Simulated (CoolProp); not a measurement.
R123 at 293.15 K and 0.00579 MPa flows at 0.16 m/s in a round tube of 10 mm bore and 0.25 µm roughness, fully developed (64/Re and Nu = 3.66 if laminar; Colebrook and Gnielinski if turbulent). Each further row changes one setting.

Computed with CoolProp (reference Helmholtz-energy equation of state, Younglove 1994). It is a modified Benedict-Webb-Rubin equation, recast in Helmholtz form.

```csv
case,Reynolds number,Darcy friction factor,pressure drop (Pa/m),heat-transfer coefficient (W/(m² K)),mass flow (kg/h)
as stated,54.9,1.16,0.543,3.26,0.0165
velocity 0.32 m/s,110,0.582,1.09,3.26,0.0330
diameter 20 mm,110,0.582,0.136,1.63,0.0659
```

Viscosity comes from a separate model (Tanaka 1996). Thermal conductivity comes from a separate model (Laesecke 1996).
